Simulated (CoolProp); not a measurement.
The numbers come from the reference Helmholtz-energy equation of state, Platzer 1990 in CoolProp. This equation is an older, rougher fit; its heat capacities, sound speeds and derivatives of the liquid may be far off and weren't checked against measurements.

Problem. Give the vapour pressure (bar), enthalpy of vaporisation (kJ/kg), surface tension (mN/m) of saturated R114 at 65.75, 71.75, 107.85 °C.

Solution. 
| T (°C) | p (bar) | enthalpy of vaporisation (kJ/kg) | surface tension (mN/m) |
|---|---|---|---|
| 65.75 | 6.68 | 110 | 6.52 |
| 71.75 | 7.71 | 107 | 5.91 |
| 107.85 | 16.6 | 81.7 | 2.54 |

Surface tension comes from a separate correlation (Mulero 2012).
